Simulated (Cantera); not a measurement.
A perfectly stirred reactor is fed with CH4 : H2 : O2 : N2 = 1 : 0.87 : 1.62 : 6.1 (molar parts), equivalence ratio 1.5, at 5.00 bar; it is adiabatic with a 525 K inlet, and is followed from long to short residence time, starting on the burning branch (τ in s: 0.11, 0.04, 0.015, 0.0057, 0.0021, 0.00081, 0.0003, 0.00011, 4.3e-05).

Computed with Cantera and GRI-Mech 3.0 (53 species, 325 reactions).

One state of this run: T (K) = 2126; x CH4 = 0.00361; x H2 = 0.0791; x O2 = 0.00232; x NO2 = 1.80e-9; x OH = 0.000312; x C2H2 = 0.00167; x CH2 = 1.03e-5. x: mole fraction; the columns are a selection and need not sum to one.

Problem. Which value of τ (s) does it belong to?
A) 0.015
B) 4.3e-5
C) 0.00081
D) 0.00030

Solution. C, 0.00081
